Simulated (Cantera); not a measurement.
Charge: 1 mol AlCl₃, 0.72 mol N₂, held at 552 °C and 0.100 bar.

Cantera equilibrium calculation (NASA polynomials, part measured and part estimated; ideal gas, pure solids and liquids). Candidate condensed phases: Al, AlCl₃, AlN; 11 gas species. Kinetics and transport are ignored.

Base state: AlCl₃ 0.510, N₂ 0.440, Al₂Cl₆ 0.0506 (mole fractions); condensed: gas only.

Question: What changes in the equilibrium state with this change: AlCl₃ replaced by Al(CH₃)₃?

Answer: 
```json
[
 {"species": "H₂", "before": "0", "after": "0.880"},
 {"species": "CH₄", "before": "0", "after": "0.0701"},
 {"species": "N₂", "before": "0.440", "after": "0.0499"},
 {"species": "AlCl₃", "before": "0.510", "after": "0"},
 {"species": "Al₂Cl₆", "before": "0.0506", "after": "0"},
 {"species": "NH₃", "before": "0", "after": "4.31e-5"},
 {"species": "AlN(s), mol", "before": "0", "after": "1.00"},
 {"species": "C(graphite), mol", "before": "0", "after": "2.69"}
]
```
The feed counts by its element totals alone. Further candidate phases: C, C₆H₆, C₇H₈, C₈H₁₈.

Question: What changes in the equilibrium state with this change: temperature from 552 °C to 977 °C?

Answer: 
| species | before | after |
|---|---|---|
| AlCl₃ | 0.510 | 0.581 |
| N₂ | 0.440 | 0.419 |
| Al₂Cl₆ | 0.0506 | 0.000221 |
| AlCl₂ | <1e-9 | 1.44e-5 |
| Cl | <1e-9 | 1.38e-5 |
The tables' values for AlCl₂ are old estimates; treat these amounts as uncertain.

Question: What changes in the equilibrium state with this change: temperature from 552 °C to 500 °C?

Answer: 
```csv
species,before,after
N₂,0.440,0.465
AlCl₃,0.510,0.424
Al₂Cl₆,0.0506,0.111
```
